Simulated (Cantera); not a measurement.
A closed system holds: 1 mol Cu2O, 0.37 mol CH4, 0.3 mol N2, 0.39 mol C, equilibrated at 1450 °C.

Cantera equilibrium calculation (NASA polynomials, part measured and part estimated; ideal gas, pure solids and liquids). Candidate condensed phases: C, C6H6, C7H8, C8H18, Cu, CuO, Cu(OH)2, Cu2O, H2O; 139 gas species. The numbers say what is thermodynamically allowed, not how fast it happens.

**Question.** Which condensed phases are stable at each of these points (P (Pa)): 10, 52, 270, 1400, 7200, 37000, 190000, 1000000?

**Answer.** 
```
P (Pa)   condensed phases  Cu condensed (%)
-------  ----------------  ----------------
10               gas only               0.0
52                  Cu(l)              37.0
270                 Cu(l)              92.2
1400                Cu(l)              98.6
7200                Cu(l)              99.7
37000               Cu(l)              99.9
190000              Cu(l)             100.0
1000000             Cu(l)             100.0
```

At 10.0 Pa nothing is condensed. From 52.0 Pa to 1000000 Pa the condensed part is Cu(l).
